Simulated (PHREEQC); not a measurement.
A solution holds 0.0023 mol H2SO4 and 4.3e-05 mol ZnSO4 per kg of water, at 25 °C. Closed to the air; pH follows from the charge balance.

Equilibrium calculation in PHREEQC: ion-association model, phreeqc.dat.

Each row changes one thing in this solution. This is a speciation only: nothing precipitates in the calculation.

```json
[
 {"case": "as made", "pH": "2.42", "ionic strength (mol/kgw)": "0.00599", "SO4-2 (mol/kgw)": "0.00181", "HSO4- (mol/kgw)": "0.000524", "Zn+2 (mol/kgw)": "3.51e-5", "ZnSO4 (mol/kgw)": "7.80e-6"},
 {"case": "diluted 10-fold with water", "pH": "3.36", "ionic strength (mol/kgw)": "0.000689", "SO4-2 (mol/kgw)": "0.000225", "HSO4- (mol/kgw)": "8.79e-6", "Zn+2 (mol/kgw)": "4.13e-6", "ZnSO4 (mol/kgw)": "1.72e-7"},
 {"case": "temperature from 25 to 65 °C", "pH": "2.47", "ionic strength (mol/kgw)": "0.00513", "SO4-2 (mol/kgw)": "0.00138", "HSO4- (mol/kgw)": "0.000957", "Zn+2 (mol/kgw)": "3.52e-5", "ZnSO4 (mol/kgw)": "7.77e-6"},
 {"case": "H2SO4 left out", "pH": "6.62", "ionic strength (mol/kgw)": "0.000170", "SO4-2 (mol/kgw)": "4.26e-5", "HSO4- (mol/kgw)": "9.53e-10", "Zn+2 (mol/kgw)": "4.24e-5", "ZnSO4 (mol/kgw)": "3.76e-7"},
 {"case": "ZnSO4 from 4.3e-05 to 4.73e-05 mol/kgw", "pH": "2.42", "ionic strength (mol/kgw)": "0.00600", "SO4-2 (mol/kgw)": "0.00181", "HSO4- (mol/kgw)": "0.000525", "Zn+2 (mol/kgw)": "3.86e-5", "ZnSO4 (mol/kgw)": "8.58e-6"}
]
```

Constants without temperature data keep their 25 °C values here.
